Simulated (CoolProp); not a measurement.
The fluid at 295 K and 8.13 MPa is throttled through a valve to 5.06 MPa with no heat exchange. The same conditions are run with several fluids, on thermodynamics alone (safety and materials aside).

Model: reference Helmholtz-energy equation of state of each fluid (fluorine: de Reuck 1990; dry air: Lemmon 2000; nitrogen: Span 2000; oxygen: Schmidt 1985; CF4 (R14): Platzer 1990), in CoolProp. The equations of Platzer and Polt are older, rougher fits. Blends and air are pseudo-pure fits.

| fluid | temperature change (K) | final phase | final density (kg/m³) |
|---|---|---|---|
| fluorine | -5.2 | gas | 81.7 |
| dry air | -5.7 | supercritical | 61.8 |
| nitrogen | -5.3 | supercritical | 59.3 |
| oxygen | -7.4 | supercritical | 70.2 |
| CF4 (R14) | -16.0 | supercritical | 254 |
